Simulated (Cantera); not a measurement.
A perfectly stirred reactor is fed with NO : N2 = 1 : 0.23 (molar parts), at 1.18 atm; it is held at 2175 K, and followed from long to short residence time.

Model: GRI-Mech 3.0 (53 species, 325 reactions), integrated in Cantera.

### Question
What does this change do: 0.066 parts H2O added?

### Answer
| quantity | before | after |
|---|---|---|
| x(NO) at τ = 3.70 s | 0.0479 | 0.0452 |
| x(N2O) at τ = 3.70 s | 1.62e-6 | 1.31e-6 |
| x(NO2) at τ = 3.70 s | 9.31e-5 | 8.55e-5 |
| x(N2) at τ = 3.70 s | 0.569 | 0.540 |
| x(O) at τ = 3.70 s | 0.00131 | 0.00127 |
| x(NO) at τ = 0.130 s | 0.350 | 0.326 |
| x(N2O) at τ = 0.130 s | 5.54e-5 | 3.58e-5 |
| x(NO2) at τ = 0.130 s | 0.000532 | 0.000482 |
| x(N2) at τ = 0.130 s | 0.418 | 0.399 |
| x(O) at τ = 0.130 s | 0.00104 | 0.00100 |
